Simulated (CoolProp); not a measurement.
Dimethyl carbonate along the isobar 0.101 MPa: density (kg/m³) from the reference equation and from simpler models built on Tc = 557.0 K, pc = 4.909 MPa, ω = 0.346; each cubic takes its own stable root.

Values from CoolProp's reference Helmholtz-energy equation of state, Zhou 2011.

| T (K) | phase | reference |
|---|---|---|
| 303 | liquid | 1057 |
| 325.2 | liquid | 1027 |
| 347.3 | liquid | 996.6 |
| 369.5 | gas | 3.044 |
| 391.6 | gas | 2.858 |
| 413.8 | gas | 2.695 |
| 435.9 | gas | 2.550 |
| 458.1 | gas | 2.421 |
| 480.2 | gas | 2.305 |

**Question.** How far does each simpler model (van der Waals, Soave-Redlich-Kwong, Peng-Robinson) lie from the reference over these 9 states: mean and median of the absolute difference, and the worst?

**Answer.** 
- van der Waals: mean 33.6 %, median 0.8 %, worst -99.7 % at 347.3 K and 0.101 MPa
- Soave-Redlich-Kwong: mean 3.7 %, median 0.0 %, worst -11.4 % at 303 K and 0.101 MPa
- Peng-Robinson: mean 0.2 %, median 0.1 %, worst +0.7 % at 347.3 K and 0.101 MPa

At some of these states van der Waals gives the other phase, because its saturation line lies elsewhere.
